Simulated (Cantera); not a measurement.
A perfectly stirred reactor is fed with 19.7 % H2, 27.7 % O2, 52.6 % N2, at 0.320 bar; it is held at 1025 K, and followed from long to short residence time.

Cantera simulation using the H2/O2 subset of GRI-Mech 3.0, which has no nitrogen chemistry; the numbers are that mechanism's predictions, not measurements. The temperature is held fixed by assumption; the heat of reaction is taken as removed at once.

Predict: x(H2) at τ = 8.00 s; x(O2) at τ = 8.00 s; x(HO2) at τ = 8.00 s; x(OH) at τ = 8.00 s; x(H) at τ = 8.00 s; x(H2) at τ = 58.0 ms; x(O2) at τ = 58.0 ms; x(HO2) at τ = 58.0 ms; x(OH) at τ = 58.0 ms; x(H) at τ = 58.0 ms.


```
Item                      Value
---------------------  --------
x(H2) at τ = 8.00 s    0.000504
x(O2) at τ = 8.00 s       0.198
x(HO2) at τ = 8.00 s    1.20e-5
x(OH) at τ = 8.00 s     1.02e-5
x(H) at τ = 8.00 s      3.10e-7
x(H2) at τ = 58.0 ms    0.00570
x(O2) at τ = 58.0 ms      0.200
x(HO2) at τ = 58.0 ms   5.94e-5
x(OH) at τ = 58.0 ms   0.000115
x(H) at τ = 58.0 ms     4.06e-5
```
